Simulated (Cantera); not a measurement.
Input: 1 mol HI, 1.1 mol O2, 19 mol N2, at 1798 K and 0.0100 bar.

Cantera equilibrium calculation (NASA polynomials, part measured and part estimated; ideal gas, pure solids and liquids). Kinetics and transport are ignored.

```tsv
species	before	after
N2	0.889	0.863
I	0.0468	0.0456
O2	0.0386	0.0260
O	0.000235	0.0234
H2O	0.0230	0.00858
H	2.77e-5	0.0141
H2	6.18e-5	0.00316
OH	0.000676	0.00795
NO	0.00188	0.00847
HI	3.94e-5	5.48e-5
```
Gas species are given as mole fractions.

### Question
What was changed between the two runs?
A. temperature from 1798 K to 1325 K
B. temperature from 1798 K to 3273.15 K
C. O2 from 1.1 to 0.56 mol
D. temperature from 1798 K to 2500 K

### Answer
D, temperature from 1798 K to 2500 K
